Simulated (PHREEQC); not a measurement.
# Copper plating or etch bath

A solution holds 0.012 mol CuSO4 per kg of water, at 80 °C. Closed to the air; pH follows from the charge balance.

Model: ion-association model, phreeqc.dat, run in PHREEQC.

Precipitation was switched off in this run.

Estimate the pH, specific conductance.

pH 4.34; specific conductance 4140 µS/cm.

In which forms is Cu present?

Cu+2 64 %, CuSO4 34 %, Cu2(OH)2+2 1.1 % of the Cu.

Constants without temperature data keep their 25 °C values here.
